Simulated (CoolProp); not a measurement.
The numbers come from the reference Helmholtz-energy equation of state, Lemmon 2006 in CoolProp. It is a short technical equation, of lower accuracy than the large ones.

Problem. Give the vapour pressure (MPa), liquid cp (kJ/(kg K)), vapour Z, surface tension (mN/m) of saturated toluene at 394.8, 436.6 K.

Solution. 
```tsv
T (K)	p (MPa)	liquid cp (kJ/(kg K))	vapour Z	surface tension (mN/m)
394.8	0.137	2.05	0.950	16.7
436.6	0.370	2.21	0.900	12.2
```

Surface tension comes from a separate correlation (Mulero 2012).
